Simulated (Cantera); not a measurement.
An isothermal, constant-pressure homogeneous reactor starts with CH4 : CO2 : H2 = 1 : 2.1 : 0.11 (molar parts), at 1973 K and 30.0 bar. Integrator tolerance rtol = 1e-08.

Detailed kinetics in Cantera: GRI-Mech 3.0 (53 species, 325 reactions). The pressure lies above the range GRI-Mech 3.0 was tuned for (to about 10 atm).

Q: What does this change do: temperature 1973 to 1448 K?

A: 
```csv
quantity,before,after
x(CH4) at 300 s,3.17e-6 (gas-phase equilibrium 3.37e-6),0.0111 (gas-phase equilibrium 0.000701)
x(CO2) at 300 s,0.0660 (gas-phase equilibrium 0.0660),0.100 (gas-phase equilibrium 0.0910)
x(H2) at 300 s,0.260 (gas-phase equilibrium 0.260),0.265 (gas-phase equilibrium 0.283)
x(CO) at 300 s,0.529 (gas-phase equilibrium 0.529),0.497 (gas-phase equilibrium 0.504)
x(H2O) at 300 s,0.145 (gas-phase equilibrium 0.145),0.127 (gas-phase equilibrium 0.121)
x(CH2CO) at 300 s,2.16e-9 (gas-phase equilibrium 2.30e-9),2.39e-7 (gas-phase equilibrium 1.52e-8)
x(OH) at 300 s,6.70e-6 (gas-phase equilibrium 6.70e-6),9.90e-9 (gas-phase equilibrium 9.18e-9)
```
